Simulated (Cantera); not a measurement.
Input (Python, Cantera) and output of one run.

```python
import numpy as np
import cantera as ct

gas_names = [...]  # 87 gases of nasa_gas.yaml made of C, H, Si
cond_names = """
    C(gr) C6H6(L) C7H8(L) C8H18(L),n-octa Si(cr) Si(L) SiC(b)
""".split()


# ... load() reads the species with a 1 bar reference pressure and builds the phases ...
atoms = {
    'SiC': {'Si': 1, 'C': 1},
    'C': {'C': 1},
    'H2': {'H': 2},
}
top_T = {'C(gr)': 4500, 'SiC(b)': 3050}  # K; cautious upper limits of use, not melting points


# ... equilibrate(T, P, feed) seeds the gas with the atoms and calls Mixture.equilibrate('TP', solver="vcs", rtol=1e-11, max_steps=5000) ...
results = []
feed = {'SiC': 1, 'C': 0.066, 'H2': 1.3}  # mol
P = 13332.2  # Pa
for T in [2025, 2075, 2125, 2175, 2225, 2275, 2325, 2375, 2425, 2475, 2525, 2575]:
    mix = equilibrate(T, P, feed)
    results.append((T, P, feed, dict(zip(mix.species_names, mix.species_moles))))

top = {s: max(r[3][s] / sum(r[3][g] for g in gas_names) for r in results) for s in gas_names}
cols = sorted((s for s in top if top[s] > 0.0001), key=lambda s: -top[s])[:6]
seen = [c for c in cond_names if any(r[3].get(c, 0) > 1e-12 for r in results)]
print("log10 of partial pressures in bar; condensed amounts in mol")
print(f"{'T/K':>10s}" + "".join(f"{s[:9]:>10s}" for s in cols + seen))
for T, P, feed, n in results:
    ng = sum(n[g] for g in gas_names)
    print(f"{T:10.4g}" + "".join(f"{np.log10(max(n[s] / ng * P / 1e5, 1e-99)):10.3f}" for s in cols)
          + "".join(f"{n.get(c, 0):10.4g}" for c in seen))
```

It prints:

```
log10 of partial pressures in bar; condensed amounts in mol
       T/K        H2         H        Si C2H2,acet      SiC2      Si2C     C(gr)    SiC(b)
      2025    -0.878    -3.155    -5.456    -3.921    -6.789    -6.973   0.06363    0.9999
      2075    -0.879    -3.014    -5.137    -3.785    -6.374    -6.567   0.06281    0.9999
      2125    -0.880    -2.880    -4.833    -3.656    -5.978    -6.180   0.06179    0.9998
      2175    -0.882    -2.752    -4.543    -3.533    -5.602    -5.812   0.06053    0.9996
      2225    -0.884    -2.631    -4.266    -3.417    -5.242    -5.461   0.05902    0.9992
      2275    -0.887    -2.515    -4.001    -3.307    -4.899    -5.126    0.0573    0.9985
      2325    -0.891    -2.404    -3.748    -3.202    -4.571    -4.805   0.05541    0.9973
      2375    -0.896    -2.299    -3.506    -3.103    -4.258    -4.499   0.05348    0.9952
      2425    -0.902    -2.198    -3.274    -3.010    -3.957    -4.206   0.05176    0.9915
      2475    -0.911    -2.103    -3.052    -2.923    -3.670    -3.925   0.05063    0.9852
      2525    -0.921    -2.013    -2.838    -2.842    -3.394    -3.655   0.05071    0.9745
      2575    -0.935    -1.928    -2.633    -2.768    -3.129    -3.397   0.05297    0.9565
```

Cantera equilibrium calculation (NASA polynomials, part measured and part estimated; ideal gas, pure solids and liquids). Gases not in the tables: Si2H6 and higher silanes.
